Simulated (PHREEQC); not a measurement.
Na2CO3 is added in steps, without added water, to 1 kg of water holding 0.0093 mol FeCl3, 0.00028 mol H2SO4 and 0.025 mol NaCl, at 20 °C. Oxygen alone is held at its pressure in air (log pO2 = -0.68). No CO2 enters from the air. Solids allowed: Fe(OH)3(a), Jarosite-Na, Halite, Mirabilite, Nahcolite, Natron. Others were left out.

Base run: PHREEQC, ion-association model, wateq4f.dat. Each further column changes one thing. The table gives pH.

```csv
Na2CO3 added (mol),base,diluted 2-fold with water,NaCl replaced by Na2SeO4 at the same molality,no solid may form
0,2.41,2.59,2.45,2.41
0.011,2.97,6.68,3.02,5.77
0.022,6.66,…,6.63,7.18
0.0385,9.44,10.14,9.39,9.08
0.0495,9.72,10.27,9.68,…
0.0605,9.88,…,9.84,9.65
0.0715,9.98,10.42,9.94,9.78
0.088,10.08,…,10.05,9.91
0.099,10.14,…,10.11,9.97
0.11,10.18,10.56,10.15,10.02
```

Question: What belongs in the gaps?

Answer: 
- 0.022, diluted 2-fold with water: 9.73
- 0.0495, no solid may form: 9.46
- 0.0605, diluted 2-fold with water: 10.35
- 0.088, diluted 2-fold with water: 10.49
- 0.099, diluted 2-fold with water: 10.53

 In at least one series the solution becomes supersaturated in solids that the run did not let form, among them Fe(OH)3(a), Jarosite-Na.
